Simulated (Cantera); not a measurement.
Charge: 1 mol C2H4, a varied amount of CO2, held at 1098 K and 0.000540 bar.

Equilibrium computed with Cantera from the NASA thermochemical tables; the gas is ideal and each condensed phase is pure. Candidate condensed phases: C, C6H6, C7H8, C8H18, H2O; 110 gas species. Kinetics and transport are ignored.

Task: Which condensed phases are stable at each of these points (n(CO2) (mol)): 0.24, 0.37, 0.58, 0.9, 1.4, 2.2, 3.4?

Result: 
```tsv
n(CO2) (mol)	condensed phases	C condensed (%)
0.24	C(graphite)	78.6
0.37	C(graphite)	68.8
0.58	C(graphite)	55.0
0.9	C(graphite)	37.9
1.4	C(graphite)	17.7
2.2	gas only	0.0
3.4	gas only	0.0
```

From 0.24 mol CO2 to 1.4 mol CO2 the condensed part is C(graphite). From 2.2 mol CO2 to 3.4 mol CO2 nothing is condensed.
